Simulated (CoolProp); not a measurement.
Vapour pressure (MPa) of octamethyltrisiloxane (MDM): the reference equation beside estimates from Tc = 292.2 °C, pc = 1.438 MPa, ω = 0.528.

The numbers come from the reference Helmholtz-energy equation of state, Thol 2017 in CoolProp.

```json
[
 {"T (°C)": "20.25", "reference": "0.0003635", "Lee-Kesler": "0.0003910", "Redlich-Kwong": "0.005360", "Soave-Redlich-Kwong": "0.0003939", "Peng-Robinson": "0.0004466"},
 {"T (°C)": "33.35", "reference": "0.0008464", "Lee-Kesler": "0.0008875", "Redlich-Kwong": "0.009317", "Soave-Redlich-Kwong": "0.0008932", "Peng-Robinson": "0.0009890"},
 {"T (°C)": "46.45", "reference": "0.001805", "Lee-Kesler": "0.001857", "Redlich-Kwong": "0.01530", "Soave-Redlich-Kwong": "0.001866", "Peng-Robinson": "0.002026"},
 {"T (°C)": "59.55", "reference": "0.003567", "Lee-Kesler": "0.003621", "Redlich-Kwong": "0.02394", "Soave-Redlich-Kwong": "0.003633", "Peng-Robinson": "0.003876"},
 {"T (°C)": "72.55", "reference": "0.006569", "Lee-Kesler": "0.006606", "Redlich-Kwong": "0.03581", "Soave-Redlich-Kwong": "0.006618", "Peng-Robinson": "0.006958"},
 {"T (°C)": "85.65", "reference": "0.01148", "Lee-Kesler": "0.01146", "Redlich-Kwong": "0.05183", "Soave-Redlich-Kwong": "0.01147", "Peng-Robinson": "0.01191"},
 {"T (°C)": "98.75", "reference": "0.01906", "Lee-Kesler": "0.01896", "Redlich-Kwong": "0.07270", "Soave-Redlich-Kwong": "0.01896", "Peng-Robinson": "0.01948"},
 {"T (°C)": "111.85", "reference": "0.03027", "Lee-Kesler": "0.03005", "Redlich-Kwong": "0.09919", "Soave-Redlich-Kwong": "0.03003", "Peng-Robinson": "0.03059"},
 {"T (°C)": "124.85", "reference": "0.04612", "Lee-Kesler": "0.04571", "Redlich-Kwong": "0.1318", "Soave-Redlich-Kwong": "0.04570", "Peng-Robinson": "0.04621"},
 {"T (°C)": "137.95", "reference": "0.06811", "Lee-Kesler": "0.06746", "Redlich-Kwong": "0.1719", "Soave-Redlich-Kwong": "0.06753", "Peng-Robinson": "0.06785"},
 {"T (°C)": "151.05", "reference": "0.09759", "Lee-Kesler": "0.09663", "Redlich-Kwong": "0.2200", "Soave-Redlich-Kwong": "0.09690", "Peng-Robinson": "0.09688"},
 {"T (°C)": "164.05", "reference": "0.1358", "Lee-Kesler": "0.1345", "Redlich-Kwong": "0.2763", "Soave-Redlich-Kwong": "0.1351", "Peng-Robinson": "0.1346"},
 {"T (°C)": "177.15", "reference": "0.1850", "Lee-Kesler": "0.1832", "Redlich-Kwong": "0.3426", "Soave-Redlich-Kwong": "0.1847", "Peng-Robinson": "0.1833"}
]
```

Absolute difference from the reference over all 13 rows, mean and median: Lee-Kesler 1.8 and 1.0 %, Redlich-Kwong 434.8 and 281.4 %, Soave-Redlich-Kwong 1.9 and 0.8 %, Peng-Robinson 5.9 and 2.2 %.
